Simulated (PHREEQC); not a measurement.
A solution holds 1.5 mmol/kgw KOH and 0.55 mmol/kgw CO2, at 25 °C. Closed to the air; pH follows from the charge balance.

Model: ion-association model, wateq4f.dat, run in PHREEQC.

| Item | Value |
|---|---|
| pH | 10.71 |
| ionic strength | 0.00191 mol/kgw |
| total alkalinity | 1.50 meq/kg |

```csv
species,molality,activity,log γ
K+,0.00150,0.00143,-0.021
OH-,0.000545,0.000519,-0.021
CO3-2,0.000405,0.000335,-0.083
HCO3-,0.000145,0.000138,-0.021
CO2,5.98e-9,5.98e-9,0.000
```

Precipitation was switched off in this run.
